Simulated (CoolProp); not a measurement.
R115 along the isobar 761 kPa: Z from the reference equation and from simpler models built on Tc = 353.1 K, pc = 3129 kPa, ω = 0.248; each cubic takes its own stable root.

Computed with CoolProp (reference Helmholtz-energy equation of state, Lemmon 2016).

```csv
T (K),phase,reference
332.2,gas,0.8932
356.2,gas,0.9175
380.1,gas,0.9348
404.1,gas,0.9479
428.1,gas,0.9579
452.1,gas,0.9658
476,gas,0.9721
500,gas,0.9772
```

Problem. How far does each simpler model (Pitzer virial, van der Waals, Redlich-Kwong, Soave-Redlich-Kwong) lie from the reference over these 8 states: mean and median of the absolute difference, and the worst?

Solution. 
- Pitzer virial: mean 0.1 %, median 0.0 %, worst +0.3 % at 332.2 K and 761 kPa
- van der Waals: mean 0.7 %, median 0.6 %, worst +1.8 % at 332.2 K and 761 kPa
- Redlich-Kwong: mean 0.5 %, median 0.6 %, worst -0.6 % at 476 K and 761 kPa
- Soave-Redlich-Kwong: mean 0.2 %, median 0.2 %, worst -0.3 % at 332.2 K and 761 kPa
